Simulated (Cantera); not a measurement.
A perfectly stirred reactor is fed with CH4 : O2 : N2 = 0.017 : 0.054 : 1 (molar parts), equivalence ratio 0.63, at 1.48 atm; it is held at 1248 K, and followed from long to short residence time.

Model: GRI-Mech 3.0 (53 species, 325 reactions), integrated in Cantera. The temperature is held fixed by assumption; the heat of reaction is taken as removed at once.

Problem. What does this change do: temperature 1248 to 1450 K?

Solution. 
```csv
quantity,before,after
x(CH4) at τ = 14.0 s,2.66e-6,6.73e-7
x(O2) at τ = 14.0 s,0.0187,0.0187
x(O) at τ = 14.0 s,6.00e-7,1.77e-6
x(N2O) at τ = 14.0 s,4.86e-7,1.87e-7
x(NO2) at τ = 14.0 s,1.40e-8,7.37e-9
x(CH4) at τ = 0.190 s,5.12e-5,1.09e-5
x(O2) at τ = 0.190 s,0.0190,0.0187
x(O) at τ = 0.190 s,1.01e-5,2.63e-5
x(N2O) at τ = 0.190 s,7.49e-7,9.10e-7
x(NO2) at τ = 0.190 s,5.19e-9,1.08e-8
```

Problem. What does this change do: temperature 1248 to 1323 K?

Solution. 
```json
[
 {"quantity": "x(CH4) at τ = 14.0 s", "before": "2.66e-6", "after": "1.43e-6"},
 {"quantity": "x(O2) at τ = 14.0 s", "before": "0.0187", "after": "0.0187"},
 {"quantity": "x(O) at τ = 14.0 s", "before": "6.00e-7", "after": "9.82e-7"},
 {"quantity": "x(N2O) at τ = 14.0 s", "before": "4.86e-7", "after": "3.59e-7"},
 {"quantity": "x(NO2) at τ = 14.0 s", "before": "1.40e-8", "after": "1.05e-8"},
 {"quantity": "x(CH4) at τ = 0.190 s", "before": "5.12e-5", "after": "2.45e-5"},
 {"quantity": "x(O2) at τ = 0.190 s", "before": "0.0190", "after": "0.0188"},
 {"quantity": "x(O) at τ = 0.190 s", "before": "1.01e-5", "after": "1.57e-5"},
 {"quantity": "x(N2O) at τ = 0.190 s", "before": "7.49e-7", "after": "9.24e-7"},
 {"quantity": "x(NO2) at τ = 0.190 s", "before": "5.19e-9", "after": "7.49e-9"}
]
```
